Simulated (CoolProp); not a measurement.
Vapour-liquid equilibrium of m-xylene (1) + n-decane (2) at 242.25 °C; x and y are mole fractions of (1).

The numbers come from the multi-fluid Helmholtz-energy mixture model, Zhou 2012 and Lemmon 2006; pair parameters Bell 2016 in CoolProp.

```tsv
x	bubble pressure (MPa)	y at the bubble point	dew pressure at overall composition x (MPa)	liquid density (mol/L)
0.05	0.4602	0.085	0.4510	3.824
0.15	0.5027	?	0.4777	3.980
0.25	?	0.366	?	4.149
0.35	0.5864	0.480	0.5392	4.331
0.45	0.6284	0.582	0.5750	4.529
0.55	0.6708	0.674	0.6148	4.744
0.65	?	0.758	0.6594	?
0.75	0.7575	0.835	0.7096	5.235
0.85	0.8021	0.905	0.7669	5.515
0.95	0.8476	0.970	0.8332	5.824
```

### Question
Complete the blanks.

### Answer

- 0.15, y at the bubble point: 0.236
- 0.25, bubble pressure (MPa): 0.5446
- 0.25, dew pressure at overall composition x (MPa): 0.5069
- 0.65, bubble pressure (MPa): 0.7137
- 0.65, liquid density (mol/L): 4.978

No azeotrope shows between x = 0.05 and 0.95.

Pair parameters are fitted to limited data, so mixtures are less certain than the pure fluids.
